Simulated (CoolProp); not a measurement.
Vapour pressure (bar) of R124: the reference equation beside estimates from Tc = 122.3 °C, pc = 36.24 bar, ω = 0.288. Clausius-Clapeyron is anchored at 8.75 °C with a constant enthalpy of vaporisation of 21.23 kJ/mol.

Computed with CoolProp (reference Helmholtz-energy equation of state, de Vries 1995).

```
T (°C)  reference  Lee-Kesler  Clausius-Clapeyron  van der Waals  Redlich-Kwong  Soave-Redlich-Kwong  Peng-Robinson
------  ---------  ----------  ------------------  -------------  -------------  -------------------  -------------
-14.45     0.9119      0.9061              0.9949          5.099          1.743               0.9077         0.9137
-2.85       1.462       1.459               1.520          6.429          2.585                1.459          1.459
8.75        2.241       2.244               2.241          7.970          3.690                2.243          2.231
20.25       3.295       3.306               3.197          9.716          5.086                3.307          3.278
31.85       4.703       4.723               4.450          11.71          6.835                4.732          4.679
43.35       6.505       6.531               6.032          13.93          8.946                6.562          6.478
54.95       8.801       8.830               8.023          16.41          11.49                8.899          8.779
66.45       11.63       11.65               10.44          19.14          14.46                11.78          11.62
```

Absolute difference from the reference over all 8 rows, mean and median: Lee-Kesler 0.3 and 0.3 %, Clausius-Clapeyron 6.0 and 6.3 %, van der Waals 207.9 and 171.9 %, Redlich-Kwong 53.1 and 49.8 %, Soave-Redlich-Kwong 0.6 and 0.5 %, Peng-Robinson 0.3 and 0.3 %.
